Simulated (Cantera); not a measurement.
Input (Python, Cantera) and output of one run.

```python
import numpy as np
import cantera as ct

gas_names = """
    CL CL2 H HCL H2 Si SiCL SiCL2 SiCL3 SiCL4 SiH SiHCL3 SiH2 SiH2CL2 SiH3 SiH3CL SiH4 Si2 Si3
""".split()
cond_names = """
    Si(cr) Si(L)
""".split()


def load(file, names, dense=False):
    # The tables refer to 1 bar. Condensed volumes are neglected.
    table = {s.name: s for s in ct.Species.list_from_file(file)}
    out = []
    for n in names:
        d = dict(table[n].input_data)
        d["thermo"] = dict(d["thermo"], **{"reference-pressure": 1e5})
        if dense:
            d["equation-of-state"] = {"model": "constant-volume", "density": "1e6 g/cm^3"}
        out.append(ct.Species.from_dict(d))
    return out


gas = ct.Solution(thermo="ideal-gas", species=load("nasa_gas.yaml", gas_names))
cond = {s.name: ct.Solution(thermo="fixed-stoichiometry", species=[s], name=s.name)
        for s in load("nasa_condensed.yaml", cond_names, dense=True)}
atoms = {
    'Si': {'Si': 1},
    'HCl': {'H': 1, 'CL': 1},
    'H2': {'H': 2},
}
top_T = {}  # K; cautious upper limits of use, not melting points


def equilibrate(T, P, feed):
    n = {}
    for name, mol in feed.items():
        for a, k in atoms[name].items():
            n[a] = n.get(a, 0.0) + k * mol
    gas.TPX = T, P, n
    mass = sum(n.values()) * gas.mean_molecular_weight
    gas.equilibrate("TP")
    valid = [c for c in cond.values() if c.min_temp <= T <= top_T.get(c.name, c.max_temp)]
    mix = ct.Mixture([(gas, mass / gas.mean_molecular_weight)] + [(c, 0.0) for c in valid])
    mix.T, mix.P = T, P
    mix.equilibrate("TP", solver="vcs", rtol=1e-11, max_steps=5000)
    return mix


results = []
feed = {'Si': 1, 'HCl': 0.013, 'H2': 0.59}  # mol
P = 10000  # Pa
for T in [925, 975, 1025, 1075, 1125, 1175, 1225, 1275, 1325, 1375, 1425, 1475]:
    mix = equilibrate(T, P, feed)
    results.append((T, P, feed, dict(zip(mix.species_names, mix.species_moles))))
    x = sorted(zip(gas.X, gas.species_names), reverse=True)
    print(f"T = {T:g} K  P = {P:g} Pa  gas = {mix.phase_moles(0):.4g} mol")
    print("   x: " + "  ".join(f"{s} {v:.3e}" for v, s in x if v > 0.0001))
    print("   condensed (mol): " + ("  ".join(f"{mix.phase(i).name} {mix.phase_moles(i):.4g}"
          for i in range(1, mix.n_phases) if mix.phase_moles(i) > 1e-12) or "none"))
```

Output:

```
T = 925 K  P = 10000 Pa  gas = 0.6 mol
   x: H2 9.907e-01  HCL 4.312e-03  SiCL4 2.585e-03  SiHCL3 2.158e-03  SiH2CL2 1.769e-04
   condensed (mol): Si(cr) 0.997
T = 975 K  P = 10000 Pa  gas = 0.6004 mol
   x: H2 9.890e-01  HCL 6.616e-03  SiCL4 2.183e-03  SiHCL3 1.866e-03  SiH2CL2 1.670e-04
   condensed (mol): Si(cr) 0.9974
T = 1025 K  P = 10000 Pa  gas = 0.601 mol
   x: H2 9.869e-01  HCL 9.454e-03  SiCL4 1.675e-03  SiHCL3 1.503e-03  SiCL2 1.616e-04  SiH2CL2 1.496e-04  SiCL3 1.139e-04
   condensed (mol): Si(cr) 0.9978
T = 1075 K  P = 10000 Pa  gas = 0.6015 mol
   x: H2 9.847e-01  HCL 1.253e-02  SiCL4 1.119e-03  SiHCL3 1.093e-03  SiCL2 3.116e-04  SiCL3 1.484e-04  SiH2CL2 1.248e-04
   condensed (mol): Si(cr) 0.9983
T = 1125 K  P = 10000 Pa  gas = 0.6021 mol
   x: H2 9.826e-01  HCL 1.533e-02  SiHCL3 6.936e-04  SiCL4 6.230e-04  SiCL2 5.068e-04  SiCL3 1.602e-04
   condensed (mol): Si(cr) 0.9987
T = 1175 K  P = 10000 Pa  gas = 0.6025 mol
   x: H2 9.811e-01  HCL 1.733e-02  SiCL2 6.985e-04  SiHCL3 3.809e-04  SiCL4 2.854e-04  SiCL3 1.428e-04
   condensed (mol): Si(cr) 0.9991
T = 1225 K  P = 10000 Pa  gas = 0.6028 mol
   x: H2 9.803e-01  HCL 1.844e-02  SiCL2 8.458e-04  SiHCL3 1.888e-04  SiCL4 1.138e-04  SiCL3 1.103e-04
   condensed (mol): Si(cr) 0.9992
T = 1275 K  P = 10000 Pa  gas = 0.6029 mol
   x: H2 9.799e-01  HCL 1.893e-02  SiCL2 9.480e-04
   condensed (mol): Si(cr) 0.9993
T = 1325 K  P = 10000 Pa  gas = 0.6029 mol
   x: H2 9.797e-01  HCL 1.912e-02  SiCL2 1.022e-03
   condensed (mol): Si(cr) 0.9993
T = 1375 K  P = 10000 Pa  gas = 0.603 mol
   x: H2 9.797e-01  HCL 1.916e-02  SiCL2 1.080e-03
   condensed (mol): Si(cr) 0.9993
T = 1425 K  P = 10000 Pa  gas = 0.603 mol
   x: H2 9.796e-01  HCL 1.915e-02  SiCL2 1.130e-03
   condensed (mol): Si(cr) 0.9993
T = 1475 K  P = 10000 Pa  gas = 0.603 mol
   x: H2 9.796e-01  HCL 1.911e-02  SiCL2 1.174e-03
   condensed (mol): Si(cr) 0.9993
```

Cantera equilibrium calculation (NASA polynomials, part measured and part estimated; ideal gas, pure solids and liquids). The tables' values for SiCl3 are old estimates; treat these amounts as uncertain.
